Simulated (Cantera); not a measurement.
# Tantalum, niobium, vanadium and zirconium in process gases: Ta + H2O + H2

Input: 1 mol Ta, 0.3 mol H2O, 73 mol H2.

Cantera equilibrium calculation (NASA polynomials, part measured and part estimated; ideal gas, pure solids and liquids). Candidate condensed phases: H2O, Ta, Ta2O5; 12 gas species. Mutual solubility and eutectic melting of coexisting phases are not modelled. Condensed phases not in the tables: N, O or C dissolved in the metal. Rates play no part.

Stable condensed phases:

```
T in °C \ P in Pa
            0.10     1.5      22     320    4600   68000 1000000
   2477        A       B       B       B       B       B       B
   2402        A       B       B       B       B       B       B
   2327        B       B       B       B       B       B       B
   2252        B       B       B       B       B       B       B
   2177        B       B       B       B       B       B       B
   2102        B       B       B       B       B       B       B
   2027        B       B       B       B       B       B       B
   1952        B       B       B       B       B       C       C
   1877        B       B       B       B       C       C       C
   1802        B       B       B       B       C       C       C
```

A: gas only; B: Ta; C: Ta + Ta2O5.
